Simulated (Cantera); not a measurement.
**Boron, boron nitride and boron oxide: B + N2**

A closed system holds: 1 mol B, 2 mol N2, equilibrated at 1698 K and 9.75 Torr.

Method: chemical equilibrium by Gibbs-energy minimisation in Cantera with the NASA 1993 tables (ideal gas, pure condensed phases). Candidate condensed phases: B, BN; 5 gas species. Equilibrium is a limit: real reactors are often held back by kinetics, nucleation or transport.

```json
{
  "x(N2)": "1.00",
  "n(BN(s))": "1.00 mol",
  "gas_amount": "1.500 mol",
  "log10 activity of B(s) (absent)": "-2.18"
}
```
